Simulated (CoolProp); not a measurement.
Properties of R1132(E) along the isobar 4.61 MPa (Tc = 348.8 K, pc = 5.174 MPa, ω = 0.245).

Values from CoolProp's reference Helmholtz-energy equation of state, Akasaka 2024.

```tsv
T (K)	phase	density (kg/m³)	cv (kJ/(kg K))	Joule-Thomson coefficient (K/MPa)	isothermal compressibility (1/MPa)
281.2	liquid	(withheld)	1.068	-0.07213	(withheld)
289.1	liquid	967.2	1.070	-0.006556	0.004975
297.1	liquid	939.7	1.073	0.07877	0.006148
305.1	liquid	909.5	1.078	0.1913	0.007820
313.1	liquid	875.9	1.083	0.3454	0.01035
321	liquid	837.8	(withheld)	0.5655	0.01450
329	liquid	791.2	1.101	0.9224	0.02265
337	liquid	728.9	1.118	(withheld)	0.04539
345	gas	208.4	1.130	(withheld)	(withheld)
```

Some entries are withheld; supply them.


- 281.2, density (kg/m³): 992.5
- 281.2, isothermal compressibility (1/MPa): 0.004124
- 321, cv (kJ/(kg K)): 1.090
- 337, Joule-Thomson coefficient (K/MPa): 1.635
- 345, Joule-Thomson coefficient (K/MPa): 14.18
- 345, isothermal compressibility (1/MPa): 0.8071
